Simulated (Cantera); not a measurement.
A perfectly stirred reactor is fed with CH₄ : CO₂ = 1 : 4.1 (molar parts), at 6.70 bar; it is held at 1325 K, and followed from long to short residence time.

Cantera simulation using GRI-Mech 3.0 (53 species, 325 reactions); the numbers are that mechanism's predictions, not measurements.

What does this change do: temperature 1325 to 1873 K?


```csv
quantity,before,after
x(CH₄) at τ = 11.0 s,0.115,9.55e-5
x(CO₂) at τ = 11.0 s,0.667,0.245
x(CH₃) at τ = 11.0 s,4.71e-6,1.54e-6
x(H) at τ = 11.0 s,3.48e-8,7.30e-5
x(H₂O₂) at τ = 11.0 s,<1e-12,4.72e-11
x(CH₄) at τ = 36.0 ms,0.196,0.00940
x(CO₂) at τ = 36.0 ms,0.804,0.294
x(CH₃) at τ = 36.0 ms,5.13e-6,0.000164
x(H) at τ = 36.0 ms,8.53e-10,6.34e-5
x(H₂O₂) at τ = 36.0 ms,<1e-12,5.66e-11
```

What does this change do: CO2 4.1 to 41 parts?


| quantity | before | after |
|---|---|---|
| x(CH₄) at τ = 11.0 s | 0.115 | 0.0140 |
| x(CO₂) at τ = 11.0 s | 0.667 | 0.952 |
| x(CH₃) at τ = 11.0 s | 4.71e-6 | 2.33e-6 |
| x(H) at τ = 11.0 s | 3.48e-8 | 3.89e-9 |
| x(H₂O₂) at τ = 11.0 s | <1e-12 | <1e-12 |
| x(CH₄) at τ = 36.0 ms | 0.196 | 0.0238 |
| x(CO₂) at τ = 36.0 ms | 0.804 | 0.976 |
| x(CH₃) at τ = 36.0 ms | 5.13e-6 | 1.82e-6 |
| x(H) at τ = 36.0 ms | 8.53e-10 | 4.19e-10 |
| x(H₂O₂) at τ = 36.0 ms | <1e-12 | <1e-12 |

What does this change do: pressure from 6.70 bar to 105 Torr?


```
quantity                  before    after
----------------------  --------  -------
x(CH₄) at τ = 11.0 s       0.115    0.182
x(CO₂) at τ = 11.0 s       0.667    0.788
x(CH₃) at τ = 11.0 s     4.71e-6  2.85e-5
x(H) at τ = 11.0 s       3.48e-8  7.50e-8
x(H₂O₂) at τ = 11.0 s     <1e-12   <1e-12
x(CH₄) at τ = 36.0 ms      0.196    0.196
x(CO₂) at τ = 36.0 ms      0.804    0.804
x(CH₃) at τ = 36.0 ms    5.13e-6  9.58e-6
x(H) at τ = 36.0 ms     8.53e-10  1.17e-9
x(H₂O₂) at τ = 36.0 ms    <1e-12   <1e-12
```
